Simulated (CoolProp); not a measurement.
Vapour pressure (MPa) of dimethyl ether: the reference equation beside estimates from Tc = 400.4 K, pc = 5.337 MPa, ω = 0.196. Clausius-Clapeyron is anchored at 296.5 K with a constant enthalpy of vaporisation of 18.56 kJ/mol.

Model: reference Helmholtz-energy equation of state, Wu 2011, in CoolProp.

```tsv
T (K)	reference	Clausius-Clapeyron	Soave-Redlich-Kwong
285	0.3962	…	0.3967
296.5	0.5626	0.5626	0.5653
308	0.7765	0.7452	…
319.6	1.048	0.9694	1.060
331.1	1.381	1.236	1.401
342.6	1.786	1.549	1.815
354.1	2.273	1.914	2.312
365.6	2.852	2.334	2.901
377.2	3.544	…	3.598
```

### Question
Complete the blanks.

### Answer

- 285, Clausius-Clapeyron: 0.4152
- 308, Soave-Redlich-Kwong: 0.7829
- 377.2, Clausius-Clapeyron: 2.816

Absolute difference from the reference over all 9 rows, mean and median: Clausius-Clapeyron 10.5 and 10.5 %, Soave-Redlich-Kwong 1.2 and 1.4 %.
